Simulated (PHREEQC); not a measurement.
Solution (40 °C): 0.13 mol KOH and 0.00072 mol Na2SiO3 per kg of water. Closed to the air; pH follows from the charge balance.

Model: ion-association model, wateq4f.dat, run in PHREEQC.

```yaml
pH: 12.53
ionic_strength: 0.132 mol/kgw
total_alkalinity: 131 meq/kg
```

```csv
species,molality,activity,log γ
OH-,0.130,0.0957,-0.134
K+,0.130,0.0959,-0.132
Na+,0.00144,0.00110,-0.119
H2SiO4-2,0.000393,0.000136,-0.462
H3SiO4-,0.000327,0.000243,-0.129
H4SiO4,2.96e-7,3.05e-7,0.013
```

Precipitation was switched off in this run. At this temperature some constants are extrapolated from 25 °C, and those without enthalpy data are left unchanged.
